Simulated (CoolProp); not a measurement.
Vapour-liquid equilibrium of CF4 (R14) (1) + CHF3 (R23) (2) at 1.46 bar; x and y are mole fractions of (1).

Values from CoolProp's multi-fluid Helmholtz-energy mixture model, Platzer 1990 and Penoncello 2003; pair parameters Bell 2016. This equation is an older, rougher fit; its heat capacities, sound speeds and derivatives of the liquid may be far off and weren't checked against measurements.

```json
[
 {"x": "0.05", "bubble temperature (K)": "176.7", "y at the bubble point": "0.726", "dew temperature at overall composition x (K)": "196.7", "liquid density (mol/L)": "21.10"},
 {"x": "0.2", "bubble temperature (K)": "156.4", "y at the bubble point": "0.950", "dew temperature at overall composition x (K)": "193.6", "liquid density (mol/L)": "21.24"},
 {"x": "0.35", "bubble temperature (K)": "153.2", "y at the bubble point": "0.965", "dew temperature at overall composition x (K)": "190.0", "liquid density (mol/L)": "20.57"},
 {"x": "0.5", "bubble temperature (K)": "152.8", "y at the bubble point": "0.967", "dew temperature at overall composition x (K)": "185.7", "liquid density (mol/L)": "19.81"},
 {"x": "0.65", "bubble temperature (K)": "152.7", "y at the bubble point": "0.967", "dew temperature at overall composition x (K)": "180.2", "liquid density (mol/L)": "19.10"},
 {"x": "0.8", "bubble temperature (K)": "152.3", "y at the bubble point": "0.971", "dew temperature at overall composition x (K)": "172.4", "liquid density (mol/L)": "18.48"},
 {"x": "0.95", "bubble temperature (K)": "151.1", "y at the bubble point": "0.988", "dew temperature at overall composition x (K)": "156.4", "liquid density (mol/L)": "18.01"}
]
```

No azeotrope shows between x = 0.05 and 0.95.

Pair parameters are fitted to limited data, so mixtures are less certain than the pure fluids. With so large a gap from Raoult's law the liquid may split in two, which this calculation doesn't test in full.
